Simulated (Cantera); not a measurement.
An isothermal, constant-pressure homogeneous reactor starts with CH4 : CO2 = 1 : 0.63 (molar parts), at 1775 K and 0.133 bar.

Detailed kinetics in Cantera: GRI-Mech 3.0 (53 species, 325 reactions).

One state of this run: x CH4 = 0.000911; x CO2 = 6.42e-8; x H2 = 0.555; x C2H = 4.73e-7; x CH2 = 2.33e-8; x HO2 = <1e-12; x H2O2 = <1e-12. x: mole fraction; the columns are a selection and need not sum to one.

Task: Which value of t (s) does it belong to?
A. 0.00102
B. 4.68e-5
C. 50.0
D. 0.000219

Result: C, 50.0
